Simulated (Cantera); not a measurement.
## Moist CO burnout

An isothermal, constant-pressure homogeneous reactor starts with CO : O2 : H2O : N2 = 0.023 : 0.054 : 0.0019 : 1 (molar parts), at 1150 K and 97.5 Torr.

Detailed kinetics in Cantera: GRI-Mech 3.0 (53 species, 325 reactions).

```
t (s)         x CO    x O2    x H2O      x OH      x H2
--------  --------  ------  -------  --------  --------
7.00e-6     0.0213  0.0501  0.00176    <1e-12    <1e-12
2.62e-5     0.0213  0.0501  0.00176    <1e-12    <1e-12
9.79e-5     0.0213  0.0501  0.00176    <1e-12    <1e-12
0.000366    0.0213  0.0501  0.00176  7.52e-12    <1e-12
0.00137     0.0213  0.0501  0.00176  8.65e-11    <1e-12
0.00512     0.0213  0.0501  0.00176   1.38e-9  4.70e-11
0.0191      0.0213  0.0500  0.00176   4.29e-7   2.72e-8
0.0715     0.00481  0.0414  0.00148  0.000113   4.42e-5
0.267     0.000214  0.0399  0.00176   2.46e-5   2.18e-6
1.00       1.36e-5  0.0398  0.00178   6.53e-6   1.26e-7
```
x: mole fraction; the columns are a selection and need not sum to one.

Equilibrium at this temperature and pressure: CO 1.54e-9, O2 0.0398, H2O 0.00178, OH 2.17e-7, H2 1.07e-10 (gas phase only).
